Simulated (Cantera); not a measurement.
Cantera run:

```python
import numpy as np
import cantera as ct

gas_names = """
    H2 HF Pb
""".split()
cond_names = """
    PbF2(a) PbF2(b) PbF2(L) Pb(cr) Pb(L)
""".split()


# ... load() reads the species with a 1 bar reference pressure and builds the phases ...
species = {s.name: s for s in load("nasa_gas.yaml", gas_names) + load("nasa_condensed.yaml", cond_names)}
# Each term lists the table entries of one substance; the one whose range holds T is used.
reactions = {
    'H2(g) + PbF2 = 2 HF(g) + Pb':
        [(-1, ['H2']), (-1, ['PbF2(a)', 'PbF2(b)', 'PbF2(L)']), (2, ['HF']), (1, ['Pb(cr)', 'Pb(L)'])],
    'H2(g) + PbF2 = 2 HF(g) + Pb(g)':
        [(-1, ['H2']), (-1, ['PbF2(a)', 'PbF2(b)', 'PbF2(L)']), (2, ['HF']), (1, ['Pb'])],
}


def pick(names, T):
    return next(species[n] for n in names if species[n].thermo.min_temp <= T <= species[n].thermo.max_temp)


results = []
for label, terms in reactions.items():
    print(label)
    print("     T/K   dH/kJ  dS/(J/K)   dG/kJ   log10 K")
    for T in [300, 1198, 1298, 1398, 1498, 1598, 1698, 1798, 1898, 1998, 2098, 2198]:
        used = [(nu, pick(names, T)) for nu, names in terms]
        dH = sum(nu * s.thermo.h(T) for nu, s in used) / 1e6
        dS = sum(nu * s.thermo.s(T) for nu, s in used) / 1e3
        dG = dH - T * dS / 1e3
        logK = -dG * 1e6 / (ct.gas_constant * T * np.log(10))
        results.append((label, T, dH, dS, dG, logK, [s.name for _, s in used]))
        print(f"{T:8g} {dH:8.1f} {dS:8.1f} {dG:8.1f} {logK:8.2f}")
```

It prints:

```
H2(g) + PbF2 = 2 HF(g) + Pb
     T/K   dH/kJ  dS/(J/K)   dG/kJ   log10 K
     300    131.8    168.6     81.3   -14.15
    1198     86.5    112.9    -48.7     2.13
    1298     81.6    109.0    -59.8     2.41
    1398     76.7    105.3    -70.5     2.64
    1498     71.9    102.0    -80.9     2.82
    1598     67.0     98.8    -90.9     2.97
    1698     62.2     95.9   -100.7     3.10
    1798     57.4     93.2   -110.1     3.20
    1898     52.7     90.6   -119.3     3.28
    1998     48.0     88.2   -128.3     3.35
    2098     43.3     85.9   -137.0     3.41
    2198     38.7     83.8   -145.5     3.46
H2(g) + PbF2 = 2 HF(g) + Pb(g)
     T/K   dH/kJ  dS/(J/K)   dG/kJ   log10 K
     300    327.0    279.1    243.3   -42.36
    1198    269.3    204.1     24.8    -1.08
    1298    263.6    199.6      4.6    -0.18
    1398    258.0    195.4    -15.2     0.57
    1498    252.4    191.5    -34.5     1.20
    1598    246.9    188.0    -53.5     1.75
    1698    241.5    184.7    -72.1     2.22
    1798    236.2    181.6    -90.4     2.63
    1898    231.0    178.8   -108.4     2.98
    1998    225.9    176.2   -126.2     3.30
    2098    220.9    173.8   -143.7     3.58
    2198    216.0    171.5   -160.9     3.82
```

Source: NASA polynomial tables (part measured, part estimated), evaluated in Cantera. Condensed species are held in their standard states even where they would react or evaporate.
